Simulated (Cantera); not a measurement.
Mixture: CH4 : CO : O2 : N2 = 1 : 0.061 : 1.69 : 6.36 (molar parts), at 10.0 bar, adiabatic and at constant volume. Ignition delay is the time to a rise of 400 K.

Model: GRI-Mech 3.0 (53 species, 325 reactions), integrated in Cantera.

Problem. At T0 = 1323 K, what is the delay, and which 7 reactions control it most (d ln τ / d ln k, from doubling and halving each rate constant)?

Solution. The delay is 1.23 ms.
| reaction | d ln τ / d ln k | faster rate |
|---|---|---|
| 2 CH3 (+M) <=> C2H6 (+M) | 0.56 | lengthens it |
| CH3 + O2 <=> CH3O + O | -0.39 | shortens it |
| CH3 + O2 <=> CH2O + OH | -0.32 | shortens it |
| CH3 + HO2 <=> CH3O + OH | -0.32 | shortens it |
| CH2O + O2 <=> HCO + HO2 | -0.31 | shortens it |
| CH4 + H <=> CH3 + H2 | 0.23 | lengthens it |
| H + O2 <=> O + OH | -0.18 | shortens it |
